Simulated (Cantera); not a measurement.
Input: 1 mol SiH₂Cl₂, 0.21 mol O₂, equilibrated at 1300 °C and 1.50 mbar.

Method: chemical equilibrium by Gibbs-energy minimisation in Cantera with the NASA 1993 tables (ideal gas, pure condensed phases). Candidate condensed phases: H₂O, Si, SiO₂; 30 gas species. The tables' values for SiCl₃, SiCl are old estimates; treat these amounts as uncertain. Kinetics and transport are ignored.

Base state: HCl 0.337, H₂ 0.247, SiCl₂ 0.230, SiO 0.174, SiCl₃ 0.00962, SiCl₄ 0.00106, Cl 0.000565, H 0.000522 (mole fractions); condensed: gas only.

What changes in the equilibrium state with this change: temperature from 1300 °C to 1250 °C?


```json
[
 {"species": "HCl", "before": "0.337", "after": "0.333"},
 {"species": "H₂", "before": "0.247", "after": "0.250"},
 {"species": "SiCl₂", "before": "0.230", "after": "0.227"},
 {"species": "SiCl₃", "before": "0.00962", "after": "0.0126"},
 {"species": "SiO", "before": "0.174", "after": "0.175"},
 {"species": "SiCl₄", "before": "0.00106", "after": "0.00208"},
 {"species": "SiCl", "before": "5.74e-5", "after": "2.93e-5"},
 {"species": "Cl", "before": "0.000565", "after": "0.000319"},
 {"species": "H", "before": "0.000522", "after": "0.000299"},
 {"species": "SiHCl₃", "before": "0.000103", "after": "0.000176"}
]
```
